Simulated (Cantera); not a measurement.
## Moist CO burnout

An isothermal, constant-pressure homogeneous reactor starts with 1.10 % CO, 25.0 % O2, 0.732 % H2O, 73.2 % N2, at 1500 K and 1.00 bar.

Model: GRI-Mech 3.0 (53 species, 325 reactions), integrated in Cantera.

```
t (s)         x CO   x O2    x H2O     x HO2     x NO
--------  --------  -----  -------  --------  -------
2.00e-6     0.0110  0.250  0.00732  6.78e-10   <1e-12
1.35e-5     0.0110  0.250  0.00732   4.46e-9   <1e-12
9.18e-5     0.0110  0.250  0.00732   3.33e-8   <1e-12
0.000621   0.00944  0.249  0.00709   5.62e-6  4.26e-9
0.00421   0.000186  0.246  0.00726   1.34e-6  7.95e-7
0.0285     2.03e-6  0.246  0.00734   8.06e-8  9.64e-7
0.193      1.10e-7  0.246  0.00735   5.92e-8  9.91e-7
1.31       1.10e-7  0.246  0.00735   5.92e-8  1.05e-6
8.86       1.10e-7  0.246  0.00735   5.92e-8  1.48e-6
60.0       1.10e-7  0.246  0.00735   5.92e-8  4.35e-6
```
x: mole fraction; the columns are a selection and need not sum to one.

Equilibrium at this temperature and pressure: CO 1.10e-7, O2 0.245, H2O 0.00735, HO2 5.91e-8, NO 0.00128 (gas phase only).
